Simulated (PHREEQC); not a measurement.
Model water analysis in mg/kgw, 25 °C, pH 6.51, pe 12.6: Na 4710; K 1.3; Ca 474; Mg 336; Cl 7400; S(6) as SO4 2790; Alkalinity as HCO3 0.000787; B 1.57.

Valence states are taken as typed.

Computed with PHREEQC (ion-association model, phreeqc.dat).

Each row changes one thing in this solution. No solid was allowed to form.

```json
[
 {"case": "as made", "ionic strength (mol/kgw)": "0.284", "K+ (mol/kgw)": "3.22e-5", "KSO4- (mol/kgw)": "1.02e-6", "H2BO3- (mol/kgw)": "3.92e-7", "HSO4- (mol/kgw)": "1.95e-7", "HCO3- (mol/kgw)": "1.01e-7", "SI of Gypsum (CaSO4:2H2O)": "-0.30", "SI of Halite (NaCl)": "-3.25"},
 {"case": "K from 1.3 to 3.9 mg/kgw", "ionic strength (mol/kgw)": "0.284", "K+ (mol/kgw)": "9.67e-5", "KSO4- (mol/kgw)": "3.05e-6", "H2BO3- (mol/kgw)": "3.92e-7", "HSO4- (mol/kgw)": "1.95e-7", "HCO3- (mol/kgw)": "1.01e-7", "SI of Gypsum (CaSO4:2H2O)": "-0.30", "SI of Halite (NaCl)": "-3.25"},
 {"case": "pH from 6.51 to 5.51 at the same alkalinity", "ionic strength (mol/kgw)": "0.284", "K+ (mol/kgw)": "3.22e-5", "KSO4- (mol/kgw)": "1.02e-6", "H2BO3- (mol/kgw)": "3.93e-8", "HSO4- (mol/kgw)": "1.95e-6", "HCO3- (mol/kgw)": "5.22e-6", "SI of Gypsum (CaSO4:2H2O)": "-0.30", "SI of Halite (NaCl)": "-3.25"},
 {"case": "pH from 6.51 to 6.01 at the same alkalinity", "ionic strength (mol/kgw)": "0.284", "K+ (mol/kgw)": "3.22e-5", "KSO4- (mol/kgw)": "1.02e-6", "H2BO3- (mol/kgw)": "1.24e-7", "HSO4- (mol/kgw)": "6.15e-7", "HCO3- (mol/kgw)": "1.53e-6", "SI of Gypsum (CaSO4:2H2O)": "-0.30", "SI of Halite (NaCl)": "-3.25"}
]
```
